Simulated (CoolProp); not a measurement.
100 sccm (0 °C, 1 atm) of nitrogen bubbles through liquid o-xylene at 293 K and leaves saturated at a total pressure of 0.0118 MPa (ideal gas phase). Each further row changes one setting.

Model: reference Helmholtz-energy equation of state, Zhou 2012, in CoolProp.

```
case                       vapour pressure (kPa)  mole fraction of vapour  delivery (mg/min)  delivery (sccm)  change of delivery for a bath 1 K warmer (%)
-------------------------  ---------------------  -----------------------  -----------------  ---------------  --------------------------------------------
as stated                                  0.658                   0.0557               28.0             5.90                                           6.7
bath temperature 298 K                     0.888                   0.0753               38.5             8.14                                           6.6
total pressure 0.0236 MPa                  0.658                   0.0279               13.6             2.87                                           6.5
```
